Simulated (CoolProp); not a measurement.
Vapour-liquid equilibrium of methanol (1) + water (2) at 171 kPa; x and y are mole fractions of (1).

The numbers come from the multi-fluid Helmholtz-energy mixture model, de Reuck 1993 and Wagner 2002; pair parameters Bell 2016 in CoolProp.

```csv
x,bubble temperature (K),y at the bubble point,dew temperature at overall composition x (K),liquid density (mol/L)
0.05,…,…,…,…
0.2,372.9,0.508,383.0,43.36
0.35,366.3,0.671,378.4,…
0.5,361.7,0.773,373.2,33.37
0.65,358.1,0.849,367.2,29.60
0.8,355.1,0.915,360.5,26.42
0.95,…,…,353.6,23.72
```

### Question
Fill in the missing entries.

### Answer

- 0.05, bubble temperature (K): 383.4
- 0.05, y at the bubble point: 0.188
- 0.05, dew temperature at overall composition x (K): 387.2
- 0.05, liquid density (mol/L): 50.02
- 0.35, liquid density (mol/L): 37.90
- 0.95, bubble temperature (K): 352.4
- 0.95, y at the bubble point: 0.979

No azeotrope shows between x = 0.05 and 0.95.

Pair parameters are fitted to limited data, so mixtures are less certain than the pure fluids.
